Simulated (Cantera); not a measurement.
Charge: 1 mol Zr, 19 mol H2O, 1.4 mol N2, equilibrated at 1873.15 K and 1.58 Torr.

Equilibrium computed with Cantera from the NASA thermochemical tables; the gas is ideal and each condensed phase is pure. Candidate condensed phases: H2O, Zr, ZrN, ZrO2; 28 gas species. The numbers say what is thermodynamically allowed, not how fast it happens.

Base state: H2O 0.826, H2 0.0978, N2 0.0683, H 0.00441, OH 0.00289, O2 0.000366, O 9.88e-5, NO 6.48e-5 (mole fractions); condensed: ZrO2(tetragonal).

Problem. What changes in the equilibrium state with this change: temperature from 1873.15 K to 1700 K?

Solution. 
```csv
species,before,after
H2O,0.826,0.832
H2,0.0978,0.0977
N2,0.0683,0.0686
H,0.00441,0.00101
OH,0.00289,0.000442
O,9.88e-5,3.64e-6
O2,0.000366,1.39e-5
NO,6.48e-5,6.97e-6
"ZrO2(tetragonal), mol",1.00,1.00
```
